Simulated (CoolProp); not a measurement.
Saturation properties of hexamethyldisiloxane (MM) (Tc = 518.7 K, pc = 1931 kPa, ω = 0.418).

Model: reference Helmholtz-energy equation of state, Thol 2016, in CoolProp.

```
T (K)  p (kPa)  vapour density (kg/m³)  enthalpy of vaporisation (kJ/kg)  liquid cp (kJ/(kg K))  surface tension (mN/m)
-----  -------  ----------------------  --------------------------------  ---------------------  ----------------------
366.7    82.41                   4.644                             196.3                    ___                    9.61
384.7    138.1                     ___                             186.8                  2.151                    8.18
402.6    218.6                   11.90                             176.5                  2.210                    6.82
420.6    331.5                   18.03                             165.2                  2.276                    5.50
438.5    483.0                     ___                               ___                  2.350                    4.26
456.5    683.5                   38.88                             138.2                  2.443                    3.08
474.4    940.8                   56.63                               ___                  2.575                    2.00
492.4     1271                   84.55                             98.92                  2.833                    1.03
```

Question: What belongs in the gaps?

Answer: 
- 366.7, liquid cp (kJ/(kg K)): 2.094
- 384.7, vapour density (kg/m³): 7.610
- 438.5, vapour density (kg/m³): 26.63
- 438.5, enthalpy of vaporisation (kJ/kg): 152.7
- 474.4, enthalpy of vaporisation (kJ/kg): 121.0

It boils at 373.7 K under 1 atm.

Surface tension comes from a separate correlation (Mulero 2014), older than this fluid's equation and unchecked against measurements.
